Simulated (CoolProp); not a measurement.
Vapour-liquid equilibrium of n-heptane (1) + m-xylene (2) at 86.4 kPa; x and y are mole fractions of (1).

Model: multi-fluid Helmholtz-energy mixture model, Span 2003 and Zhou 2012; pair parameters Bell 2016, in CoolProp.

Give the bubble temperature and the first vapour's composition at x = 0.25, 0.35, 0.85. Is there an azeotrope?

x = 0.25: 115.7 °C, y = 0.532; x = 0.35: 111.3 °C, y = 0.639; x = 0.85: 96.4 °C, y = 0.940. No azeotrope shows between x = 0.05 and 0.95.

The pair parameters rest on a limited set of measurements; away from them the model extrapolates.
